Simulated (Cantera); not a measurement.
## Premixed flame

A freely propagating, adiabatic, planar premixed flame of CH4 : O2 : N2 = 1 : 1.67 : 8.17 (molar parts), equivalence ratio 1.2, unburnt at 325 K and 570000 Pa; mixture-averaged transport, grid criteria slope 0.08 and curve 0.16, no radiation.

Detailed kinetics in Cantera: GRI-Mech 3.0 (53 species, 325 reactions). Burning velocities carry a grid error of a few per cent, more on coarse grids.

```csv
z (mm),T (K),u (m/s),x CH4,x O2,x CH2,x H,x CH3,x H2O
-1.34,325,0.0545,0.0921,0.154,<1e-8,<1e-8,<1e-8,5.72e-5
-0.896,333,0.0559,0.0914,0.153,<1e-8,<1e-8,<1e-8,0.00101
-0.672,366,0.0618,0.0891,0.151,<1e-8,<1e-8,<1e-8,0.00540
-0.448,525,0.0893,0.0795,0.138,<1e-8,<1e-8,2.38e-8,0.0246
-0.224,1020,0.175,0.0496,0.0933,<1e-8,3.29e-7,1.26e-5,0.0784
-0.112,1398,0.242,0.0255,0.0540,6.27e-8,1.47e-5,0.000200,0.117
0,1735,0.301,0.00592,0.0168,3.19e-6,0.000181,0.000545,0.149
0.112,1865,0.323,0.00104,0.00308,3.05e-6,0.000346,0.000209,0.158
0.224,1893,0.327,0.000390,0.000672,8.31e-7,0.000266,6.96e-5,0.158
0.448,1903,0.329,0.000191,7.76e-5,1.17e-7,0.000129,1.89e-5,0.157
0.896,1906,0.329,0.000126,5.88e-6,2.23e-8,6.46e-5,6.73e-6,0.157
1.79,1906,0.329,7.69e-5,2.99e-7,<1e-8,5.22e-5,3.34e-6,0.156
3.59,1905,0.329,2.99e-5,1.29e-7,<1e-8,5.16e-5,1.27e-6,0.156
```
x: mole fraction of selected species; z is measured from the peak of heat release.

* **laminar burning velocity**: 5.44 cm/s
* **thermal thickness**: 0.448 mm
* **peak x(CH2)**: 4.57e-6
* **peak x(H)**: 0.000346
* **peak x(CH3)**: 0.000552
* **grid points**: 136
